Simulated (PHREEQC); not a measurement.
Consider water at 25 °C with 0.36 mol CdSO4, 0.0035 mol KCl and 0.00066 mol H2SO4 per kg of water. Closed to the air; pH follows from the charge balance.

Equilibrium calculation in PHREEQC: ion-association model, phreeqc.dat.

```json
[
 {"quantity": "pH", "before": "3.36", "after": "3.85"},
 {"quantity": "ionic strength (mol/kgw)", "before": "0.576", "after": "0.571"},
 {"quantity": "Cd+2 (mol/kgw)", "before": "0.142", "after": "0.141"},
 {"quantity": "CdSO4 (mol/kgw)", "before": "0.139", "after": "0.149"},
 {"quantity": "Cd(SO4)2-2 (mol/kgw)", "before": "0.0767", "after": "0.0671"},
 {"quantity": "SO4-2 (mol/kgw)", "before": "0.0674", "after": "0.0754"},
 {"quantity": "SI of Sylvite (KCl)", "before": "-6.89", "after": "-7.22"}
]
```

Which change was made?
(A) temperature from 25 to 85 °C
(B) diluted 10-fold with water
(C) temperature from 25 to 60 °C
(D) 0.19 mol/kgw ZnBr2 added

A, temperature from 25 to 85 °C

No solid was allowed to form. At this temperature some constants are extrapolated from 25 °C, and those without enthalpy data are left unchanged.
